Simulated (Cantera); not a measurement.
A closed system holds: 1 mol Si, 0.013 mol HCl, 0.59 mol H₂, held at 10000 Pa.

Cantera equilibrium calculation (NASA polynomials, part measured and part estimated; ideal gas, pure solids and liquids). Candidate condensed phases: Si; 19 gas species. The tables' values for SiCl₃ are old estimates; treat these amounts as uncertain. Equilibrium is a limit: real reactors are often held back by kinetics, nucleation or transport. All values below are at 902 °C.

Base state: H₂ 0.981, HCl 0.0173, SiCl₂ 0.000699, SiHCl₃ 0.000381, SiCl₄ 0.000285, SiCl₃ 0.000143, SiH₂Cl₂ 6.52e-5 (mole fractions); condensed: Si(s).

Question: What changes in the equilibrium state with this change: HCl from 0.013 to 0.078 mol?

Answer: 
| species | before | after |
|---|---|---|
| H₂ | 0.981 | 0.934 |
| HCl | 0.0173 | 0.0421 |
| SiCl₄ | 0.000285 | 0.0109 |
| SiCl₃ | 0.000143 | 0.00220 |
| SiHCl₃ | 0.000381 | 0.00572 |
| SiCl₂ | 0.000699 | 0.00432 |
| SiH₂Cl₂ | 6.52e-5 | 0.000384 |
| Si(s), mol | 0.999 | 0.985 |
